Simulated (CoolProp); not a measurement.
Saturation properties of R227EA (Tc = 101.8 °C, pc = 2.925 MPa, ω = 0.358).

Values from CoolProp's reference Helmholtz-energy equation of state, Lemmon 2016.

```csv
T (°C),p (MPa),liquid density (kg/m³),vapour density (kg/m³),liquid cp (kJ/(kg K)),surface tension (mN/m)
4.15,0.2275,1471,18.36,1.124,9.49
13.25,0.3122,1436,24.96,1.147,8.40
22.25,0.4177,1399,33.26,1.173,7.35
31.35,0.5498,1360,43.85,1.203,6.32
40.35,0.7092,1319,57.02,1.238,5.33
49.35,0.9012,1275,73.60,1.280,4.37
58.45,1.132,1225,94.88,1.335,3.44
67.45,1.403,1171,122.0,1.410,2.56
76.55,1.723,1106,158.6,1.529,1.74
85.55,2.093,1027,209.6,1.758,0.988
94.55,2.525,915.2,292.2,2.524,0.346
```

It boils at -16.3 °C under 1 atm.

Surface tension comes from a separate correlation (Mulero 2012).
